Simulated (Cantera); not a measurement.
A closed system holds: 1 mol V, 1.6 mol NH₃, 0.031 mol H₂O, held at 2300 K and 220000 Pa.

Equilibrium computed with Cantera from the NASA thermochemical tables; the gas is ideal and each condensed phase is pure. Candidate condensed phases: H₂O, V, VN, VO, V₂O₃, V₂O₄, V₂O₅; 28 gas species. Mutual solubility and eutectic melting of coexisting phases are not modelled. VN, VO: taken at fixed stoichiometry. Condensed phases not in the tables: solid solutions among these carbides, nitrides and lower oxides, V₂N. Rates play no part.

Base state: H₂ 0.878, N₂ 0.114, H 0.00612, H₂O 0.00164, VO 3.48e-5, V 2.37e-5 (mole fractions); condensed: VN(s) + VO(l).

Task: What changes in the equilibrium state with this change: temperature from 2300 K to 1250 K?

Result: 
```json
[
 {"species": "H₂", "before": "0.878", "after": "0.883"},
 {"species": "N₂", "before": "0.114", "after": "0.112"},
 {"species": "H₂O", "before": "0.00164", "after": "0.00537"},
 {"species": "H", "before": "0.00612", "after": "3.06e-7"},
 {"species": "VO", "before": "3.48e-5", "after": "<1e-9"},
 {"species": "V", "before": "2.37e-5", "after": "<1e-9"},
 {"species": "NH₃", "before": "7.96e-6", "after": "9.31e-5"},
 {"species": "VN(s), mol", "before": "0.973", "after": "0.989"},
 {"species": "VO(l), mol", "before": "0.0263", "after": "0"},
 {"species": "V₂O₃(s), mol", "before": "0", "after": "0.00544"}
]
```
VN: taken at fixed stoichiometry. Condensed phases not in the tables: the oxides between V₂O₃ and V₂O₅ other than VO₂, V₂N.
